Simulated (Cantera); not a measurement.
A diamond (100) surface in a fixed gas of H2 with x(CH4) = 0.016, x(CH3) = 0.00085, at 1100 K, 0.0207 atm; coverages are run to steady state.

Computed with Cantera and the Harris–Goodwin 1993 mechanism for the reconstructed diamond (100) surface.

One state of this run: growth (µm/h) = 7.75; θ c6HH = 0.491; θ c6H* = 0.0266; θ c6*H = 0.421; θ c6** = 0.0167; θ c6HM = 0.0287. θ: site fractions in the mechanism's names (c6HH fully hydrogenated, c6H* and c6*H radical sites, c6** diradical, c6HM methylated).

**Question.** Which value of x(H) does it belong to?
(A) 0.0029
(B) 0.011
(C) 0.0058
(D) 0.0002

**Answer.** C, 0.0058
